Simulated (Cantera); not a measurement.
Input: 1 mol Si3N4, 2.5 mol H2O, held at 1500 K and 1.00 bar.

Cantera equilibrium calculation (NASA polynomials, part measured and part estimated; ideal gas, pure solids and liquids). Candidate condensed phases: H2O, Si, SiO2, Si2N2O, Si3N4; 35 gas species. Mutual solubility and eutectic melting of coexisting phases are not modelled. The tables hold silica as quartz up to 1696 K and as liquid above; real silica turns to tridymite and cristobalite and melts near 1996 K. Kinetics and transport are ignored.

What is the equilibrium state?


```
Quantity                              Value
--------------------------------  ---------
x(H2)                                 0.750
x(N2)                                 0.250
x(H2O)                             0.000364
x(NH3)                              2.01e-5
x(H)                                1.52e-5
x(SiO)                              3.53e-6
n(SiO2(β-quartz))                 0.666 mol
n(Si2N2O(s))                       1.17 mol
gas amount                        3.333 mol
log10 activity of Si(s) (absent)      -4.33
```
